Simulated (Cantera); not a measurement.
A diamond (100) surface in a fixed gas of H2 with x(CH4) = 0.014, x(H) = 0.013, at 950 K, 0.0830 bar; coverages are run to steady state.

Computed with Cantera and the Harris–Goodwin 1993 mechanism for the reconstructed diamond (100) surface.

θ: site fractions in the mechanism's names (c6HH fully hydrogenated, c6H* and c6*H radical sites, c6** diradical, c6HM methylated).

| x(CH3) | growth (µm/h) | θ c6HH | θ c6H* | θ c6*H | θ c6** | θ c6HM |
|---|---|---|---|---|---|---|
| 1e-06 | [?] | 0.643 | 0.0143 | 0.335 | 0.00675 | 5.20e-5 |
| 2.3e-06 | [?] | 0.643 | 0.0143 | 0.335 | 0.00674 | 0.000120 |
| 5.1e-06 | [?] | 0.643 | 0.0143 | 0.335 | 0.00674 | 0.000265 |
| 1.1e-05 | [?] | 0.643 | 0.0143 | 0.335 | 0.00674 | 0.000571 |
| 2.6e-05 | [?] | 0.642 | 0.0143 | 0.335 | 0.00673 | 0.00135 |
| 5.8e-05 | [?] | 0.641 | 0.0143 | 0.334 | 0.00671 | 0.00300 |
| 0.00013 | [?] | 0.638 | 0.0142 | 0.333 | 0.00667 | 0.00669 |
| 0.0003 | [?] | 0.631 | 0.0141 | 0.329 | 0.00657 | 0.0152 |
| 0.00067 | [?] | 0.616 | 0.0137 | 0.321 | 0.00637 | 0.0332 |

Q: Fill in the missing entries.

A: 
- 1e-06, growth (µm/h): 0.0345
- 2.3e-06, growth (µm/h): 0.0794
- 5.1e-06, growth (µm/h): 0.176
- 1.1e-05, growth (µm/h): 0.379
- 2.6e-05, growth (µm/h): 0.896
- 5.8e-05, growth (µm/h): 1.99
- 0.00013, growth (µm/h): 4.44
- 0.0003, growth (µm/h): 10.1
- 0.00067, growth (µm/h): 22.0
